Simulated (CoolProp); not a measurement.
A single-stage vapour-compression cycle with the fluid: evaporating at 225.15 K (dew point), condensing at 253.15 K (bubble point), superheat 5 K, subcooling 8 K, compressor efficiency 0.7, no pressure losses. The same conditions are run with several fluids, on thermodynamics alone (safety and materials aside).

Values from CoolProp's reference Helmholtz-energy equation of state of each fluid (R410A: Lemmon 2003; R507A: Lemmon 2003; dimethyl ether: Wu 2011; R125: Lemmon 2005; propane: Lemmon 2009; vinyl chloride: Thol 2022). Blends and air are pseudo-pure fits.

```csv
fluid,cooling COP,pressure ratio,discharge temperature (K),refrigerating effect (kJ/kg),volumetric capacity (kJ/m³)
R410A,5.19,3.34,295.7,246,1170
R507A,5.28,3.30,276.8,176,906
dimethyl ether,5.30,3.80,295.6,453,362
R125,5.28,3.31,272.5,145,962
propane,5.32,3.15,282.7,393,724
vinyl chloride,5.21,4.04,315.7,357,228
```
